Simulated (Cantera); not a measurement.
Mixture: C₃H₈ : O₂ : N₂ = 1 : 2.94 : 11.1 (molar parts), equivalence ratio 1.7, at 263 Torr, adiabatic and at constant volume. Ignition delay is the time to a rise of 400 K.

Cantera simulation using GRI-Mech 3.0 (53 species, 325 reactions); the numbers are that mechanism's predictions, not measurements. GRI-Mech 3.0 was tuned for natural gas; its chemistry of propane as a main component is partial and can be far from experiment.

At T0 = 1548 K, what is the delay, and which 7 reactions control it most (d ln τ / d ln k, from doubling and halving each rate constant)?

The delay is 0.102 ms.
```
reaction                       d ln τ / d ln k   faster rate
-----------------------------  ---------------  ------------
C2H5 + CH3 (+M) <=> C3H8 (+M)            -0.43   shortens it
H + O2 <=> O + OH                        -0.27   shortens it
C3H8 + H <=> C3H7 + H2                    0.22  lengthens it
C2H5 + O2 <=> C2H4 + HO2                 -0.20   shortens it
CH3 + HO2 <=> CH3O + OH                  -0.20   shortens it
CH3O + O2 <=> CH2O + HO2                 -0.14   shortens it
C3H8 + OH <=> C3H7 + H2O                  0.14  lengthens it
```
